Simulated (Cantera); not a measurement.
Charge: 1 mol HMDSO, 0.38 mol O₃, held at 1925 K and 10000 Pa.

Equilibrium computed with Cantera from the NASA thermochemical tables; the gas is ideal and each condensed phase is pure. Candidate condensed phases: C, C₆H₆, C₇H₈, C₈H₁₈, H₂O, Si, SiC, SiO₂; 123 gas species. The feed counts by its element totals alone. Rates play no part.

Base state: H₂ 0.805, CO 0.190, H 0.00271, SiO 0.00148, C₂H₂ (acetylene) 0.000369, CH₄ 3.39e-5 (mole fractions); condensed: C(graphite) + SiC(s).

Q: What changes in the equilibrium state with this change: temperature from 1925 K to 1323 K?

A: 
| species | before | after |
|---|---|---|
| H₂ | 0.805 | 0.990 |
| CO | 0.190 | 0.00904 |
| CH₄ | 3.39e-5 | 0.000667 |
| H | 0.00271 | 4.99e-6 |
| SiO | 0.00148 | 7.63e-6 |
| C₂H₂ (acetylene) | 0.000369 | 8.17e-7 |
| C(graphite), mol | 1.88 | 4.94 |
| SiC(s), mol | 1.98 | 0.971 |
| SiO₂(β-quartz), mol | 0 | 1.03 |
Mutual solubility and eutectic melting of coexisting phases are not modelled. The tables hold silica as quartz up to 1696 K and as liquid above; real silica turns to tridymite and cristobalite and melts near 1996 K.
